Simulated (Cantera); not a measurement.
A Cantera script and what it prints.

```python
import numpy as np
import cantera as ct

gas_names = """
    C CO CO2 C2 C2O C3 C3O2 C4 C5 Cu CuO Cu2 O O2 O3
""".split()
cond_names = """
    C(gr) Cu(cr) Cu(L) CuO(s) Cu2O(s) Cu2O(L)
""".split()


# ... load() reads the species with a 1 bar reference pressure and builds the phases ...
atoms = {
    'CuO': {'Cu': 1, 'O': 1},
    'CO': {'C': 1, 'O': 1},
    'C': {'C': 1},
}
top_T = {'C(gr)': 4500, 'CuO(s)': 1390}  # K; cautious upper limits of use, not melting points


# ... equilibrate(T, P, feed) seeds the gas with the atoms and calls Mixture.equilibrate('TP', solver="vcs", rtol=1e-11, max_steps=5000) ...
results = []
feed = {'CuO': 1, 'CO': 0.56, 'C': 2.1}  # mol
P = 52000  # Pa
for T in [1173, 1323, 1473, 1623, 1773, 1923, 2073, 2223, 2373]:
    mix = equilibrate(T, P, feed)
    results.append((T, P, feed, dict(zip(mix.species_names, mix.species_moles))))

top = {s: max(r[3][s] / sum(r[3][g] for g in gas_names) for r in results) for s in gas_names}
cols = sorted((s for s in top if top[s] > 0.001), key=lambda s: -top[s])[:8]
seen = [c for c in cond_names if any(r[3].get(c, 0) > 1e-12 for r in results)]
print("log10 of partial pressures in bar; condensed amounts in mol")
print(f"{'T/K':>10s}" + "".join(f"{s[:9]:>10s}" for s in cols + seen))
for T, P, feed, n in results:
    ng = sum(n[g] for g in gas_names)
    print(f"{T:10.4g}" + "".join(f"{np.log10(max(n[s] / ng * P / 1e5, 1e-99)):10.3f}" for s in cols)
          + "".join(f"{n.get(c, 0):10.4g}" for c in seen))
```

Output:

```
log10 of partial pressures in bar; condensed amounts in mol
       T/K        CO        Cu       CO2       Cu2     C(gr)    Cu(cr)     Cu(L)
      1173    -0.290    -8.243    -2.135   -12.929     1.122         1         0
      1323    -0.285    -6.571    -2.973   -10.561     1.103         1         0
      1473    -0.284    -5.286    -3.641    -8.770     1.101         0         1
      1623    -0.284    -4.255    -4.180    -7.346       1.1         0    0.9998
      1773    -0.284    -3.404    -4.624    -6.173       1.1         0    0.9988
      1923    -0.286    -2.690    -4.997    -5.193       1.1         0    0.9938
      2073    -0.291    -2.082    -5.320    -4.362       1.1         0    0.9745
      2223    -0.308    -1.559    -5.621    -3.650       1.1         0    0.9111
      2373    -0.356    -1.105    -5.947    -3.035       1.1         0    0.7153
```

Equilibrium computed with Cantera from the NASA thermochemical tables; the gas is ideal and each condensed phase is pure.
